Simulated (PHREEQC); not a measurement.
1 kg of water holding 0.24 mol LiCl, 0.44 mol KCl and 0.0034 mol MgSO4 is evaporated at 25 °C; the solids stay in contact with the brine. No CO2 enters from the air. Solids allowed: Arcanite, Bischofite, Brucite, Carnallite, Epsomite, Hexahydrite, Kainite, Kieserite, Leonite, Misenite, Schoenite, Sylvite, MgCl2_4H2O. Others were left out.

All values are PHREEQC results (Pitzer model, pitzer.dat), not measurements.

```csv
water left (kg),ionic strength,water activity,Sylvite (mol),Mg in solution (mol/kgw),S in solution (mol/kgw)
1,0.694,0.977,0,0.00340,0.00340
0.8219,0.844,(withheld),0,0.00414,0.00414
0.6755,1.03,(withheld),0,0.00503,0.00503
0.5552,1.25,(withheld),0,0.00612,0.00612
0.4563,1.52,(withheld),0,0.00745,0.00745
0.375,1.85,0.938,0,0.00907,0.00907
0.3082,2.25,(withheld),0,0.0110,0.0110
0.2533,2.74,(withheld),0,0.0134,0.0134
0.2082,3.33,(withheld),0,0.0163,0.0163
0.1711,4.05,(withheld),0,0.0199,0.0199
0.1407,4.91,0.811,0.00246,0.0242,0.0242
```

Question: Complete the blanks.

Answer: 
- 0.8219, water activity: 0.972
- 0.6755, water activity: 0.966
- 0.5552, water activity: 0.959
- 0.4563, water activity: 0.949
- 0.3082, water activity: 0.923
- 0.2533, water activity: 0.904
- 0.2082, water activity: 0.880
- 0.1711, water activity: 0.849
